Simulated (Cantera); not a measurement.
A Cantera script and what it prints.

```python
import numpy as np
import cantera as ct

gas_names = [...]  # 131 gases of nasa_gas.yaml made of C, H, O
cond_names = """
    C(gr) C6H6(L) C7H8(L) C8H18(L),n-octa H2O(s) H2O(L)
""".split()


# ... load() reads the species with a 1 bar reference pressure and builds the phases ...
atoms = {
    'C2H4': {'C': 2, 'H': 4},
    'O2': {'O': 2},
}
top_T = {'C(gr)': 4500}  # K; cautious upper limits of use, not melting points


# ... equilibrate(T, P, feed) seeds the gas with the atoms and calls Mixture.equilibrate('TP', solver="vcs", rtol=1e-11, max_steps=5000) ...
results = []
feed = {'C2H4': 1, 'O2': 0.044}  # mol
P = 101325  # Pa
for T in [3000, 3250, 3500, 3750, 4000, 4250, 4500, 4750, 5000]:
    mix = equilibrate(T, P, feed)
    results.append((T, P, feed, dict(zip(mix.species_names, mix.species_moles))))

top = {s: max(r[3][s] / sum(r[3][g] for g in gas_names) for r in results) for s in gas_names}
cols = sorted((s for s in top if top[s] > 1e-05), key=lambda s: -top[s])[:9]
seen = [c for c in cond_names if any(r[3].get(c, 0) > 1e-12 for r in results)]
print("log10 of partial pressures in bar; condensed amounts in mol")
print(f"{'T/K':>10s}" + "".join(f"{s[:9]:>10s}" for s in cols + seen))
for T, P, feed, n in results:
    ng = sum(n[g] for g in gas_names)
    print(f"{T:10.4g}" + "".join(f"{np.log10(max(n[s] / ng * P / 1e5, 1e-99)):10.3f}" for s in cols)
          + "".join(f"{n.get(c, 0):10.4g}" for c in seen))
```

It prints:

```
log10 of partial pressures in bar; condensed amounts in mol
       T/K        H2         H         C C2H2,acet        C3       C2H        C2        CO      C4H2     C(gr)
      3000    -0.107    -0.855    -4.295    -1.313    -3.506    -2.826    -4.499    -1.401    -2.899     1.674
      3250    -0.202    -0.594    -3.342    -1.118    -2.441    -2.132    -3.413    -1.432    -2.413      1.44
      3500    -0.368    -0.413    -2.527    -1.037    -1.534    -1.583    -2.485    -1.489    -2.086    0.8686
      3750    -0.596    -0.297    -1.923    -1.252    -1.056    -1.352    -1.885    -1.585    -2.290         0
      4000    -0.808    -0.202    -1.530    -1.725    -1.046    -1.429    -1.633    -1.649    -3.026         0
      4250    -1.070    -0.155    -1.210    -2.270    -1.120    -1.589    -1.465    -1.699    -3.858         0
      4500    -1.358    -0.140    -0.955    -2.865    -1.270    -1.815    -1.373    -1.738    -4.764         0
      4750    -1.649    -0.144    -0.764    -3.506    -1.518    -2.110    -1.366    -1.770    -5.759         0
      5000    -1.925    -0.154    -0.638    -4.188    -1.880    -2.475    -1.452    -1.794    -6.853         0
```

Cantera equilibrium calculation (NASA polynomials, part measured and part estimated; ideal gas, pure solids and liquids).
